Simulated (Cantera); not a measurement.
**HMDSO + NO (silicon oxide and oxynitride deposition)**

Charge: 1 mol HMDSO, a varied amount of NO, equilibrated at 1998.15 K and 0.920 bar.

These are equilibrium values from Cantera (NASA tables, ideal gas, pure condensed phases), not measurements of a reactor. Candidate condensed phases: C, C6H6, C7H8, C8H18, H2O, Si, SiC, SiO2, Si2N2O, Si3N4; 151 gas species. The feed counts by its element totals alone. Mutual solubility and eutectic melting of coexisting phases are not modelled. Gases not in the tables: Si2H6 and higher silanes. Equilibrium is a limit: real reactors are often held back by kinetics, nucleation or transport.

```json
[
 {"n(NO) (mol)": "1", "log p H2": "-0.14", "log p CO": "-0.80", "log p N2": "-1.41", "log p SiO": "-2.83", "log p HCN": "-2.61", "n C(graphite)": "1.99", "n SiC(s)": "1.98", "n Si2N2O(s)": "0"},
 {"n(NO) (mol)": "1.2", "log p H2": "-0.16", "log p CO": "-0.77", "log p N2": "-1.34", "log p SiO": "-2.80", "log p HCN": "-2.58", "n C(graphite)": "1.79", "n SiC(s)": "1.98", "n Si2N2O(s)": "0"},
 {"n(NO) (mol)": "1.4", "log p H2": "-0.17", "log p CO": "-0.74", "log p N2": "-1.29", "log p SiO": "-2.78", "log p HCN": "-2.56", "n C(graphite)": "1.59", "n SiC(s)": "1.98", "n Si2N2O(s)": "0"},
 {"n(NO) (mol)": "1.6", "log p H2": "-0.18", "log p CO": "-0.72", "log p N2": "-1.24", "log p SiO": "-2.75", "log p HCN": "-2.54", "n C(graphite)": "1.39", "n SiC(s)": "1.98", "n Si2N2O(s)": "0"},
 {"n(NO) (mol)": "1.9", "log p H2": "-0.19", "log p CO": "-0.69", "log p N2": "-1.18", "log p SiO": "-2.72", "log p HCN": "-2.52", "n C(graphite)": "1.09", "n SiC(s)": "1.97", "n Si2N2O(s)": "0"},
 {"n(NO) (mol)": "2.2", "log p H2": "-0.21", "log p CO": "-0.66", "log p N2": "-1.13", "log p SiO": "-2.69", "log p HCN": "-2.50", "n C(graphite)": "0.795", "n SiC(s)": "1.97", "n Si2N2O(s)": "0"},
 {"n(NO) (mol)": "2.6", "log p H2": "-0.23", "log p CO": "-0.63", "log p N2": "-1.07", "log p SiO": "-2.66", "log p HCN": "-2.49", "n C(graphite)": "0.398", "n SiC(s)": "1.97", "n Si2N2O(s)": "0"},
 {"n(NO) (mol)": "3", "log p H2": "-0.25", "log p CO": "-0.60", "log p N2": "-1.03", "log p SiO": "-2.63", "log p HCN": "-2.47", "n C(graphite)": "0.00183", "n SiC(s)": "1.96", "n Si2N2O(s)": "0"},
 {"n(NO) (mol)": "3.5", "log p H2": "-0.27", "log p CO": "-0.59", "log p N2": "-0.98", "log p SiO": "-1.80", "log p HCN": "-2.87", "n C(graphite)": "0", "n SiC(s)": "1.74", "n Si2N2O(s)": "0"},
 {"n(NO) (mol)": "4.1", "log p H2": "-0.29", "log p CO": "-0.59", "log p N2": "-0.93", "log p SiO": "-1.50", "log p HCN": "-3.01", "n C(graphite)": "0", "n SiC(s)": "1.44", "n Si2N2O(s)": "0"},
 {"n(NO) (mol)": "4.8", "log p H2": "-0.31", "log p CO": "-0.57", "log p N2": "-0.92", "log p SiO": "-1.45", "log p HCN": "-3.02", "n C(graphite)": "0", "n SiC(s)": "1.00", "n Si2N2O(s)": "0.175"},
 {"n(NO) (mol)": "5.5", "log p H2": "-0.33", "log p CO": "-0.54", "log p N2": "-0.91", "log p SiO": "-1.45", "log p HCN": "-3.01", "n C(graphite)": "0", "n SiC(s)": "0.544", "n Si2N2O(s)": "0.392"},
 {"n(NO) (mol)": "6.4", "log p H2": "-0.35", "log p CO": "-0.52", "log p N2": "-0.89", "log p SiO": "-1.38", "log p HCN": "-3.15", "n C(graphite)": "0", "n SiC(s)": "0", "n Si2N2O(s)": "0.586"}
]
```
log p: log10 of the partial pressure in bar; n: condensed amount in mol.

From 1 mol NO to 3 mol NO the condensed part is C(graphite) + SiC(s). From 3.5 mol NO to 4.1 mol NO the condensed part is SiC(s). From 4.8 mol NO to 5.5 mol NO the condensed part is SiC(s) + Si2N2O(s). At 6.4 mol NO the condensed part is Si2N2O(s). The main Si-bearing gas is SiO throughout. The share of Si in condensed phases is highest at 1 mol NO (99.1 %) and lowest at 6.4 mol NO (58.6 %).
